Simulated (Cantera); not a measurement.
Input (Python, Cantera) and output of one run.

```python
import numpy as np
import cantera as ct

gas_names = [...]  # 45 gases of nasa_gas.yaml made of Al, Cl, H, O, Si
cond_names = """
    AL(cr) AL(L) ALCL3(s) ALCL3(L) AL2O3(a) AL2O3(L) AL2SiO5(an) AL6Si2O13(s) H2O(s) H2O(L) Si(cr) Si(L)
    SiO2(Lqz) SiO2(hqz) SiO2(L)
""".split()


# ... load() reads the species with a 1 bar reference pressure and builds the phases ...
atoms = {
    'Al2O3': {'AL': 2, 'O': 3},
    'SiCl4': {'Si': 1, 'CL': 4},
    'O2': {'O': 2},
    'HCl': {'H': 1, 'CL': 1},
}
top_T = {'AL2SiO5(an)': 2000, 'AL6Si2O13(s)': 2100}  # K; cautious upper limits of use, not melting points


# ... equilibrate(T, P, feed) seeds the gas with the atoms and calls Mixture.equilibrate('TP', solver="vcs", rtol=1e-11, max_steps=5000) ...
results = []
feed = {'Al2O3': 1, 'SiCl4': 4, 'O2': 4.2, 'HCl': 20}  # mol
P = 44000  # Pa
for T in [975, 1025, 1075, 1125, 1175, 1225, 1275, 1325, 1375, 1425, 1475, 1525]:
    mix = equilibrate(T, P, feed)
    results.append((T, P, feed, dict(zip(mix.species_names, mix.species_moles))))

top = {s: max(r[3][s] / sum(r[3][g] for g in gas_names) for r in results) for s in gas_names}
cols = sorted((s for s in top if top[s] > 0.0001), key=lambda s: -top[s])[:7]
seen = [c for c in cond_names if any(r[3].get(c, 0) > 1e-12 for r in results)]
print("log10 of partial pressures in bar; condensed amounts in mol")
print(f"{'T/K':>10s}" + "".join(f"{s[:9]:>10s}" for s in cols + seen))
for T, P, feed, n in results:
    ng = sum(n[g] for g in gas_names)
    print(f"{T:10.4g}" + "".join(f"{np.log10(max(n[s] / ng * P / 1e5, 1e-99)):10.3f}" for s in cols)
          + "".join(f"{n.get(c, 0):10.4g}" for c in seen))
```

It prints:

```
log10 of partial pressures in bar; condensed amounts in mol
       T/K       HCL       CL2        CL       H2O        O2     ALCL3 AL2SiO5(a AL6Si2O13 SiO2(hqz)
       975    -0.519    -0.883    -4.018    -2.258    -3.423    -6.911         1         0         3
      1025    -0.518    -0.885    -3.695    -2.299    -3.205    -6.418         1         0         3
      1075    -0.516    -0.887    -3.401    -2.352    -3.041    -5.948         1         0         3
      1125    -0.515    -0.890    -3.133    -2.414    -2.920    -5.501    0.9999         0         3
      1175    -0.514    -0.894    -2.888    -2.481    -2.830    -5.077    0.9997         0         3
      1225    -0.513    -0.898    -2.663    -2.550    -2.763    -4.680    0.9993         0     3.001
      1275    -0.513    -0.902    -2.456    -2.618    -2.711    -4.312         0    0.3328     3.334
      1325    -0.513    -0.908    -2.265    -2.684    -2.669    -3.980         0    0.3322     3.336
      1375    -0.514    -0.916    -2.090    -2.743    -2.630    -3.676         0    0.3311     3.338
      1425    -0.515    -0.927    -1.927    -2.796    -2.590    -3.402         0     0.329     3.342
      1475    -0.518    -0.941    -1.778    -2.838    -2.546    -3.158         0    0.3258     3.348
      1525    -0.521    -0.959    -1.641    -2.870    -2.495    -2.947         0    0.3209     3.358
```

Method: chemical equilibrium by Gibbs-energy minimisation in Cantera with the NASA 1993 tables (ideal gas, pure condensed phases). Mutual solubility and eutectic melting of coexisting phases are not modelled. The tables hold silica as quartz up to 1696 K and as liquid above; real silica turns to tridymite and cristobalite and melts near 1996 K. Condensed phases not in the tables: AlOCl, alloys, solid solutions and most ternary compounds.
